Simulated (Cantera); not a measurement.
Charge: 1 mol BF3, 1.1 mol NH3, 0.7 mol N2, equilibrated at 1350 K and 1.50 mbar.

These are equilibrium values from Cantera (NASA tables, ideal gas, pure condensed phases), not measurements of a reactor. Candidate condensed phases: B, BN; 31 gas species. The tables' values for BF2 are old estimates; treat these amounts as uncertain. The numbers say what is thermodynamically allowed, not how fast it happens.

Base state: H2 0.408, N2 0.316, BF3 0.246, HF 0.0279, BHF2 0.000928, BF2 0.000702, H 3.93e-5, BF 1.03e-5 (mole fractions); condensed: BN(s).

Task: What changes in the equilibrium state with this change: BF3 replaced by BCl3?

Result: 
```
species       before     after
----------  --------  --------
HCl                0     0.748
N2             0.316     0.196
H2             0.408    0.0490
BF3            0.246         0
HF            0.0279         0
BCl3               0   0.00695
BHF2        0.000928         0
BF2         0.000702         0
Cl                 0  0.000173
BN(s), mol    0.0341     0.973
```
The tables' values for BCl2 are old estimates; treat these amounts as uncertain. Gases not in the tables: BHCl2. Further candidate phases: NH4Cl.
